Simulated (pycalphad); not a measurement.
Computed with pycalphad from the COST 507 light-alloy database (1999), at 1 atm. No gas phase is included, though pure Mg would boil below 1377 °C. The data set is of 1999 and partly superseded. Diffusion is slow at the low end, where real alloys seldom reach equilibrium.

Molar enthalpy of Mg-0.5Si-5.91Al (at.%) in equilibrium (SER reference):

```json
[
 {"T (°C)": "1377", "H (kJ/mol)": "50.40", "phases": "liquid"},
 {"T (°C)": "1277", "H (kJ/mol)": "46.99", "phases": "liquid"},
 {"T (°C)": "1177", "H (kJ/mol)": "43.58", "phases": "liquid"},
 {"T (°C)": "1077", "H (kJ/mol)": "40.16", "phases": "liquid"},
 {"T (°C)": "977", "H (kJ/mol)": "36.75", "phases": "liquid"},
 {"T (°C)": "877", "H (kJ/mol)": "33.34", "phases": "liquid"},
 {"T (°C)": "777", "H (kJ/mol)": "29.93", "phases": "liquid"},
 {"T (°C)": "677", "H (kJ/mol)": "26.52", "phases": "liquid"},
 {"T (°C)": "627", "H (kJ/mol)": "24.82", "phases": "liquid"},
 {"T (°C)": "577", "H (kJ/mol)": "17.93", "phases": "hcp + liquid + MG2SI"},
 {"T (°C)": "477", "H (kJ/mol)": "12.54", "phases": "hcp + MG2SI"},
 {"T (°C)": "427", "H (kJ/mol)": "11.07", "phases": "hcp + MG2SI"},
 {"T (°C)": "377", "H (kJ/mol)": "9.62", "phases": "hcp + MG2SI"},
 {"T (°C)": "277", "H (kJ/mol)": "6.68", "phases": "hcp + ALMG_GAMMA + MG2SI"},
 {"T (°C)": "177", "H (kJ/mol)": "3.61", "phases": "hcp + ALMG_GAMMA + MG2SI"},
 {"T (°C)": "77", "H (kJ/mol)": "0.80", "phases": "hcp + ALMG_GAMMA + MG2SI"}
]
```

Cooling from 627 °C to 477 °C, across the freezing range, releases 12.3 kJ/mol, or 501 J/g. The slope is 34 J/(mol K) in the liquid and 30 J/(mol K) just below the solidus, where it includes any heat of precipitation. Liquidus 612 °C, solidus 522 °C. Changes were sought between steps of 50 K, so a narrower field can be missed.

Database names, with the compositions (at.%) that they take in these runs: MG2SI: Mg 67 Si 33; ALMG_GAMMA: Mg 59 Al 41.
